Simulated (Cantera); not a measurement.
A freely propagating, adiabatic, planar premixed flame of H₂ : O₂ : N₂ = 1 : 0.208 : 0.729 (molar parts), equivalence ratio 2.4, unburnt at 700 K and 1.38 atm; multicomponent+Soret transport, grid criteria slope 0.08 and curve 0.16, no radiation.

Detailed kinetics in Cantera: the H2/O2 subset of GRI-Mech 3.0, which has no nitrogen chemistry. Burning velocities carry a grid error of a few per cent, more on coarse grids.

### Question
Predict: laminar burning velocity; thermal thickness; peak x(O); peak x(H); peak x(H₂O₂).

### Answer
- laminar burning velocity = 1160 cm/s
- thermal thickness = 0.317 mm
- peak x(O) = 0.00322
- peak x(H) = 0.0924
- peak x(H₂O₂) = 5.02e-6
